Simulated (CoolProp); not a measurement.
CH2F2 (R32) along the isobar 4.97 MPa: density (kg/m³) from the reference equation and from simpler models built on Tc = 351.3 K, pc = 5.783 MPa, ω = 0.277; each cubic takes its own stable root.

Computed with CoolProp (reference Helmholtz-energy equation of state, Tillner-Roth 1997).

```tsv
T (K)	phase	reference
307.5	liquid	941.6
319.1	liquid	886.0
330.7	liquid	815.9
342.3	liquid	701.9
353.9	gas	153.9
365.5	gas	131.3
377.1	gas	117.6
388.7	gas	107.9
400.2	gas	100.4
411.8	gas	94.33
423.4	gas	89.24
435	gas	84.88
```

### Question
How far does each simpler model (Soave-Redlich-Kwong, Peng-Robinson) lie from the reference over these 12 states: mean and median of the absolute difference, and the worst?

### Answer
- Soave-Redlich-Kwong: mean 11.6 %, median 4.8 %, worst -31.0 % at 342.3 K and 4.97 MPa
- Peng-Robinson: mean 6.4 %, median 1.1 %, worst -22.8 % at 342.3 K and 4.97 MPa
